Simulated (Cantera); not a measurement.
A closed system holds: 1 mol (CH3)2SiCl2, 0.6 mol HCl, 81 mol H2, at 100 Torr.

Method: chemical equilibrium by Gibbs-energy minimisation in Cantera with the NASA 1993 tables (ideal gas, pure condensed phases). Candidate condensed phases: C, C6H6, C7H8, C8H18, Si, SiC; 109 gas species. The feed counts by its element totals alone. The numbers say what is thermodynamically allowed, not how fast it happens.

Question: At 1177 °C, list the 5 most abundant gas species with their mole fractions, and the condensed phases.

Answer: H2 0.969, HCl 0.0303, CH4 0.000414, H 2.55e-5, SiCl2 1.75e-5. Condensed: C(graphite) + SiC(s).
